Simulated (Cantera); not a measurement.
**Catalytic combustion on Pt**

An isothermal plug-flow reactor at 675 K and 3750 Torr (inlet), inlet velocity 0.83 m/s, active area per volume 490 1/m; feed 1.29 % H2, 8.15 % O2, 90.6 % N2.

Cantera simulation using Deutschmann's 1995 Pt surface mechanism with GRI-Mech 3.0 gas chemistry; the numbers are that mechanism's predictions, not measurements. Catalytic surfaces can have several steady states; this one follows from the mechanism file's or the stated starting coverage. Mass transfer to the wall is taken as infinitely fast.

```tsv
z (m)	x H2	x O2	x H2O	θ free Pt	θ O*	θ OH*
0.00042	0.00398	0.0774	0.00898	0.0905	0.894	0.0153
0.0009	0.00220	0.0766	0.0108	0.0505	0.937	0.0122
0.0019	0.00113	0.0761	0.0119	0.0263	0.965	0.00920
0.0042	0.000528	0.0758	0.0125	0.0126	0.981	0.00653
0.009	0.000241	0.0756	0.0127	0.00645	0.989	0.00472
0.019	9.91e-5	0.0756	0.0129	0.00381	0.993	0.00364
0.042	2.61e-5	0.0756	0.0130	0.00274	0.994	0.00310
```
x: gas mole fraction; θ: surface coverage.
